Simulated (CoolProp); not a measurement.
Vapour-liquid equilibrium of R227EA (1) + isobutane (2) at 0.718 MPa; x and y are mole fractions of (1).

Model: multi-fluid Helmholtz-energy mixture model, Lemmon 2016 and Bücker 2006; pair parameters Bell 2016, in CoolProp.

```tsv
x	bubble temperature, mixture model (K)	bubble temperature, Raoult's law (K)	y, mixture model	y, Raoult's law
0.05	319.6	324.4	0.147	0.066
0.15	313.1	323.1	0.320	0.191
0.25	(withheld)	321.8	(withheld)	0.308
0.35	308.2	320.6	0.475	0.418
0.45	307.3	319.4	0.524	0.522
0.55	306.9	318.4	0.570	0.619
0.65	307.0	317.3	0.622	0.712
0.75	(withheld)	316.3	0.687	0.799
0.85	309.1	315.3	(withheld)	0.883
0.95	311.9	314.4	0.910	0.962
```

Q: Some entries are withheld; supply them.

A: 
- 0.25, bubble temperature, mixture model (K): 309.9
- 0.25, y, mixture model: 0.414
- 0.75, bubble temperature, mixture model (K): 307.6
- 0.85, y, mixture model: 0.778

The largest gap from Raoult's law is -12.4 K in bubble temperature, at x = 0.35. y crosses x between x = 0.55 and 0.65: the model has an azeotrope there.

Pair parameters are fitted to limited data, so mixtures are less certain than the pure fluids.
